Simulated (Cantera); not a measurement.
Diamond growth

A diamond (100) surface in a fixed gas of H2 with x(CH4) = 0.0023, x(H) = 0.0029, x(CH3) = 2.5e-05, 0.0230 bar; coverages are run to steady state.

Detailed kinetics in Cantera: the Harris–Goodwin 1993 mechanism for the reconstructed diamond (100) surface.

```tsv
T (K)	growth (µm/h)	θ c6HH	θ c6H*	θ c6*H	θ c6**	θ c6HM
925	0.203	0.663	0.0121	0.312	0.00536	0.00631
1000	0.264	0.595	0.0182	0.372	0.00949	0.00406
1075	0.231	0.533	0.0252	0.424	0.0152	0.00189
1150	0.130	0.478	0.0328	0.465	0.0224	0.000530
1225	0.0818	0.432	0.0407	0.496	0.0306	0.000118
1300	0.0768	0.394	0.0485	0.518	0.0393	2.59e-5
1375	0.0670	0.364	0.0561	0.532	0.0479	5.70e-6
```
θ: site fractions in the mechanism's names (c6HH fully hydrogenated, c6H* and c6*H radical sites, c6** diradical, c6HM methylated).
